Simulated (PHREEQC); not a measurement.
Reverse-osmosis permeate: an equilibrium model

Synthetic water in mg/L, 25 °C, pH 5.96, pe 0.2: Na 12.5; K 0.157; Ca 5.57; Mg 1.24; Cl 13.4; S(6) as SO4 15.6; Alkalinity as HCO3 12.7; Si as SiO2 0.00876.

Na is adjusted to close the charge balance.
Valence states are taken as typed.

Computed with PHREEQC (ion-association model, wateq4f.dat).

```json
{
  "ionic_strength": "0.00125 mol/kgw"
}
```

```csv
species,molality,activity,log γ
Na+,0.000526,0.000506,-0.017
CO2,0.000495,0.000495,0.000
Cl-,0.000378,0.000363,-0.017
HCO3-,0.000209,0.000201,-0.017
SO4-2,0.000158,0.000135,-0.068
Ca+2,0.000136,0.000116,-0.068
Mg+2,4.96e-5,4.24e-5,-0.067
K+,4.01e-6,3.86e-6,-0.017
```

Precipitation was switched off in this run.
